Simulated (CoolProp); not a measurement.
Vapour-liquid equilibrium of diethyl ether (1) + n-hexane (2) at 378.7 K; x and y are mole fractions of (1).

Computed with CoolProp (multi-fluid Helmholtz-energy mixture model, Thol 2014 and Thol 2019; pair parameters Bell 2016).

Problem. Give the bubble pressure and the first vapour's composition at x = 0.35, 0.45, 0.85. Is there an azeotrope?

Solution. x = 0.35: 457.1 kPa, y = 0.558; x = 0.45: 501.0 kPa, y = 0.648; x = 0.85: 674.1 kPa, y = 0.919. No azeotrope shows between x = 0.05 and 0.95.

The pair parameters rest on a limited set of measurements; away from them the model extrapolates.
